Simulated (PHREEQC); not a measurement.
Consider water at 81 °C with 0.057 mol KF per kg of water. Closed to the air; pH follows from the charge balance.

Model: ion-association model, phreeqc.dat, run in PHREEQC.

Precipitation was switched off in this run.

Question: Estimate the pH, specific conductance, density.

Answer: pH 7.43; specific conductance 15800 µS/cm; density 0.974 g/cm³.

Away from 25 °C the constants follow the database's enthalpies or fits; those with neither stay at their 25 °C values.
